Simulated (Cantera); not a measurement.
An isothermal, constant-pressure homogeneous reactor starts with CH4 : H2O = 1 : 0.36 (molar parts), at 1523 K and 24.0 bar.

Model: GRI-Mech 3.0 (53 species, 325 reactions), integrated in Cantera. GRI-Mech 3.0 stops at C3 and has no aromatics, soot or wall deposition, so with more carbon than oxygen in the feed, carbon stays in small species such as C2H2 where larger ones or solid carbon would form. The pressure lies above the range GRI-Mech 3.0 was tuned for (to about 10 atm).

x: mole fraction; the columns are a selection and need not sum to one.

```tsv
t (s)	x CH4	x H2O	x CH2O	x H	x CO2	x CH3	x HCO
0.000600	0.727	0.264	?	5.76e-8	1.78e-9	9.76e-5	3.69e-11
0.00223	0.701	0.262	?	2.15e-7	1.31e-7	0.000105	8.50e-11
0.00828	0.613	0.250	?	7.05e-7	3.04e-6	8.74e-5	7.59e-11
0.0307	0.459	0.229	?	1.88e-6	6.12e-5	7.85e-5	1.64e-10
0.114	0.419	0.217	?	2.42e-6	0.000961	7.94e-5	6.17e-10
0.424	0.421	0.191	?	2.51e-6	0.00464	7.69e-5	1.89e-9
1.58	0.414	0.141	?	2.71e-6	0.00861	6.98e-5	5.24e-9
5.85	0.378	0.0782	?	3.02e-6	0.00746	5.72e-5	1.11e-8
21.7	0.323	0.0270	?	3.31e-6	0.00306	4.46e-5	1.72e-8
80.8	0.290	0.00252	9.41e-7	3.45e-6	0.000301	3.84e-5	2.06e-8
300	0.287	0.000165	9.56e-7	3.47e-6	1.97e-5	3.78e-5	2.10e-8
```

Problem. Complete the blanks.

Solution. 
- 0.000600, x CH2O: 1.35e-6
- 0.00223, x CH2O: 2.63e-6
- 0.00828, x CH2O: 1.93e-6
- 0.0307, x CH2O: 1.38e-6
- 0.114, x CH2O: 1.26e-6
- 0.424, x CH2O: 1.06e-6
- 1.58, x CH2O: 7.77e-7
- 5.85, x CH2O: 6.71e-7
- 21.7, x CH2O: 8.06e-7
